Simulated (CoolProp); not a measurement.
Vapour-liquid equilibrium of isobutene (1) + n-octane (2) at 288.1 K; x and y are mole fractions of (1).

The numbers come from the multi-fluid Helmholtz-energy mixture model, Lemmon 2005 and Beckmüller 2019; pair parameters Bell 2016 in CoolProp.

Give the bubble pressure and the first vapour's composition at x = 0.35, 0.65, 0.8. Is there an azeotrope?

x = 0.35: 0.7592 bar, y = 0.990; x = 0.65: 1.414 bar, y = 0.997; x = 0.8: 1.755 bar, y = 0.999. No azeotrope shows between x = 0.05 and 0.95.

The pair parameters rest on a limited set of measurements; away from them the model extrapolates. The gap from Raoult's law changes sign with composition, which may be real or a fault of the pair parameters; it wasn't checked against measurements.
